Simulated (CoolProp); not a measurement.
CF4 (R14) at 398.9 K and 0.987 MPa is throttled through a valve to 0.344 MPa with no heat exchange. Each further row changes one setting.

Computed with CoolProp (reference Helmholtz-energy equation of state, Platzer 1990). This equation is an older, rougher fit.

```json
[
 {"case": "as stated", "temperature change (K)": "-1.8", "final density (kg/m³)": "9.20"},
 {"case": "outlet pressure 0.103 MPa", "temperature change (K)": "-2.5", "final density (kg/m³)": "2.75"},
 {"case": "outlet pressure 0.447 MPa", "temperature change (K)": "-1.5", "final density (kg/m³)": "12.0"}
]
```
